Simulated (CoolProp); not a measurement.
A simple Rankine cycle with water: condensing at 316.15 K, boiler at 3.97 MPa, turbine inlet 528 K, turbine efficiency 0.65, pump efficiency 0.8, no recuperator. Each further row changes one setting.

Values from CoolProp's reference Helmholtz-energy equation of state, Wagner 2002.

```tsv
case	thermal efficiency (%)	net work (kJ/kg)	heat in (kJ/kg)	turbine exit temperature (K)	volume ratio over the turbine
as stated	…	581	2630	316.2	281
turbine inlet 548 K	…	…	2700	316.2	…
condensing temperature 308.15 K	…	610	…	308.1	419
boiler pressure 2.78 MPa	…	570	2700	316.2	191
turbine efficiency 0.55	18.6	491	2630	316.2	293
```

Task: Complete the blanks.

Result: 
- as stated, thermal efficiency (%): 22.1
- turbine inlet 548 K, thermal efficiency (%): 22.2
- turbine inlet 548 K, net work (kJ/kg): 600
- turbine inlet 548 K, volume ratio over the turbine: 268
- condensing temperature 308.15 K, thermal efficiency (%): 22.9
- condensing temperature 308.15 K, heat in (kJ/kg): 2670
- boiler pressure 2.78 MPa, thermal efficiency (%): 21.1

The expansion ends wet for: as stated; turbine inlet 548 K; condensing temperature 308.15 K; boiler pressure 2.78 MPa; turbine efficiency 0.55.
